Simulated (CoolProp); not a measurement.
The numbers come from the reference Helmholtz-energy equation of state, Lemmon 2006 in CoolProp. It is a short technical equation, of lower accuracy than the large ones.

Task: Give the vapour pressure (bar), vapour density (kg/m³), liquid viscosity (µPa s) of saturated n-decane at 99.65, 160.35 °C.

Result: 
```
T (°C)  p (bar)  vapour density (kg/m³)  liquid viscosity (µPa s)
------  -------  ----------------------  ------------------------
99.65    0.0944                   0.438                       364
160.35    0.704                    2.92                       224
```

Viscosity comes from a separate model (Huber 2004).
